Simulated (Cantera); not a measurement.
An adiabatic, constant-pressure homogeneous reactor starts with 1.15 % C₂H₄, 10.5 % O₂, 85.0 % N₂, 3.35 % H₂O, at 1798 K and 1.01 bar.

Computed with Cantera and GRI-Mech 3.0 (53 species, 325 reactions). GRI-Mech 3.0 was tuned for natural gas; its chemistry of ethylene as a main component is partial and can be far from experiment.

### Question
Predict: time of steepest temperature rise; temperature at 0.700 s; equilibrium temperature; x(O₂) at 0.700 s; x(H₂O) at 0.700 s; x(NO₂) at 0.700 s; x(CO₂) at 0.700 s; x(HO₂) at 0.700 s.

### Answer
```
Item                                                                 Value
---------------------------------  ---------------------------------------
time of steepest temperature rise                                  26.7 µs
temperature at 0.700 s                                              2172 K
equilibrium temperature                                             2171 K
x(O₂) at 0.700 s                     0.0665 (gas-phase equilibrium 0.0662)
x(H₂O) at 0.700 s                    0.0550 (gas-phase equilibrium 0.0551)
x(NO₂) at 0.700 s                  4.67e-6 (gas-phase equilibrium 5.16e-6)
x(CO₂) at 0.700 s                    0.0226 (gas-phase equilibrium 0.0226)
x(HO₂) at 0.700 s                  1.69e-6 (gas-phase equilibrium 1.67e-6)
```
